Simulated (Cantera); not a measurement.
Thermodynamics of aluminium nitride and oxide growth, feed Al(CH3)3 + NH3 + N2

A closed system holds: 1 mol Al(CH3)3, 280 mol NH3, 38 mol N2, equilibrated at 1.00 mbar.

These are equilibrium values from Cantera (NASA tables, ideal gas, pure condensed phases), not measurements of a reactor. Candidate condensed phases: Al, AlN, C, C6H6, C7H8, C8H18; 97 gas species. The feed counts by its element totals alone. Equilibrium is a limit: real reactors are often held back by kinetics, nucleation or transport.

From 802 °C to 1402 °C the condensed part is AlN(s) + C(graphite).

```json
[
 {"T (°C)": "802", "log p H2": "-3.15", "log p N2": "-3.53", "log p H": "-9.41", "log p HCN": "-8.14", "log p Al": "<-15", "n AlN(s)": "1.00", "n C(graphite)": "2.98"},
 {"T (°C)": "852", "log p H2": "-3.15", "log p N2": "-3.53", "log p H": "-8.93", "log p HCN": "-7.85", "log p Al": "<-15", "n AlN(s)": "1.00", "n C(graphite)": "2.98"},
 {"T (°C)": "902", "log p H2": "-3.15", "log p N2": "-3.53", "log p H": "-8.49", "log p HCN": "-7.59", "log p Al": "-14.60", "n AlN(s)": "1.00", "n C(graphite)": "2.98"},
 {"T (°C)": "952", "log p H2": "-3.15", "log p N2": "-3.53", "log p H": "-8.08", "log p HCN": "-7.35", "log p Al": "-13.44", "n AlN(s)": "1.00", "n C(graphite)": "2.97"},
 {"T (°C)": "1002", "log p H2": "-3.15", "log p N2": "-3.53", "log p H": "-7.71", "log p HCN": "-7.13", "log p Al": "-12.37", "n AlN(s)": "1.00", "n C(graphite)": "2.95"},
 {"T (°C)": "1052", "log p H2": "-3.15", "log p N2": "-3.53", "log p H": "-7.36", "log p HCN": "-6.92", "log p Al": "-11.38", "n AlN(s)": "1.000", "n C(graphite)": "2.93"},
 {"T (°C)": "1102", "log p H2": "-3.15", "log p N2": "-3.53", "log p H": "-7.04", "log p HCN": "-6.74", "log p Al": "-10.46", "n AlN(s)": "1.000", "n C(graphite)": "2.89"},
 {"T (°C)": "1152", "log p H2": "-3.15", "log p N2": "-3.53", "log p H": "-6.74", "log p HCN": "-6.56", "log p Al": "-9.61", "n AlN(s)": "1.000", "n C(graphite)": "2.83"},
 {"T (°C)": "1202", "log p H2": "-3.15", "log p N2": "-3.53", "log p H": "-6.46", "log p HCN": "-6.40", "log p Al": "-8.82", "n AlN(s)": "0.999", "n C(graphite)": "2.75"},
 {"T (°C)": "1252", "log p H2": "-3.15", "log p N2": "-3.53", "log p H": "-6.20", "log p HCN": "-6.24", "log p Al": "-8.08", "n AlN(s)": "0.995", "n C(graphite)": "2.64"},
 {"T (°C)": "1302", "log p H2": "-3.15", "log p N2": "-3.53", "log p H": "-5.96", "log p HCN": "-6.10", "log p Al": "-7.39", "n AlN(s)": "0.975", "n C(graphite)": "2.49"},
 {"T (°C)": "1352", "log p H2": "-3.15", "log p N2": "-3.53", "log p H": "-5.73", "log p HCN": "-5.97", "log p Al": "-6.74", "n AlN(s)": "0.888", "n C(graphite)": "2.30"},
 {"T (°C)": "1402", "log p H2": "-3.15", "log p N2": "-3.53", "log p H": "-5.51", "log p HCN": "-5.84", "log p Al": "-6.13", "n AlN(s)": "0.544", "n C(graphite)": "2.05"}
]
```
log p: log10 of the partial pressure in bar; n: condensed amount in mol.
